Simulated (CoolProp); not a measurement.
Vapour-liquid equilibrium of R143a (1) + fluoroethane (R161) (2) at 311.1 K; x and y are mole fractions of (1).

The numbers come from the multi-fluid Helmholtz-energy mixture model, Lemmon and Jacobsen 2000 and Wu 2012; pair parameters Bell 2016 in CoolProp.

Problem. Give the bubble pressure and the first vapour's composition at x = 0.575, 0.725, 0.8. Is there an azeotrope?

Solution. x = 0.575: 1.560 MPa, y = 0.622; x = 0.725: 1.625 MPa, y = 0.760; x = 0.8: 1.657 MPa, y = 0.827. No azeotrope shows between x = 0.05 and 0.95.

The pair parameters rest on a limited set of measurements; away from them the model extrapolates.
